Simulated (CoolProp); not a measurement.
R407C along the isobar 682 kPa: Z from the reference equation and from simpler models built on Tc = 359.3 K, pc = 4632 kPa, ω = 0.363; each cubic takes its own stable root.

The numbers come from the reference Helmholtz-energy equation of state, Lemmon 2003 in CoolProp. It is a pseudo-pure fit of the blend.

```
T (K)  phase  reference
-----  -----  ---------
320.3    gas     0.9122
346      gas     0.9352
371.6    gas     0.9507
397.3    gas     0.9618
423      gas     0.9699
448.7    gas     0.9761
474.3    gas     0.9809
500      gas     0.9846
```

Question: How far does each simpler model (Pitzer virial, van der Waals, Redlich-Kwong, Peng-Robinson) lie from the reference over these 8 states: mean and median of the absolute difference, and the worst?

Answer: 
- Pitzer virial: mean 0.4 %, median 0.3 %, worst +1.0 % at 320.3 K and 682 kPa
- van der Waals: mean 0.8 %, median 0.3 %, worst +3.0 % at 320.3 K and 682 kPa
- Redlich-Kwong: mean 0.4 %, median 0.3 %, worst +1.6 % at 320.3 K and 682 kPa
- Peng-Robinson: mean 0.2 %, median 0.2 %, worst +0.3 % at 320.3 K and 682 kPa
